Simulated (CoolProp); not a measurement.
Vapour-liquid equilibrium of propylene (1) + R22 (2) at 2.35 MPa; x and y are mole fractions of (1).

Computed with CoolProp (multi-fluid Helmholtz-energy mixture model, Lemmon 2013 and Kamei 1995; pair parameters Bell 2016).

### Question
Give the bubble temperature and the first vapour's composition at x = 0.2, 0.35, 0.725. Is there an azeotrope?

### Answer
x = 0.2: 329.2 K, y = 0.221; x = 0.35: 328.1 K, y = 0.368; x = 0.725: 327.6 K, y = 0.716. y crosses x between x = 0.575 and 0.65: the model has an azeotrope there.

The pair parameters rest on a limited set of measurements; away from them the model extrapolates.
